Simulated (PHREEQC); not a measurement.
Copper plating or etch bath (model solution)

Dissolve 12 mmol/kgw CuCl2, 170 mmol/kgw HCl and 23 mmol/kgw NaCl at 40 °C. Closed to the air; pH follows from the charge balance.

All values are PHREEQC results (ion-association model, wateq4f.dat), not measurements.

Precipitation was switched off in this run.

Problem. Estimate the pH, activity of water.

Solution. pH 0.87; activity of water 0.993.

Problem. In which forms is Cu present?

Solution. Cu+2 73 %, CuCl+ 26 %, CuCl2 1.6 % of the Cu.

Complexes and solids missing from the database can't appear. Away from 25 °C the constants follow the database's enthalpies or fits; those with neither stay at their 25 °C values.
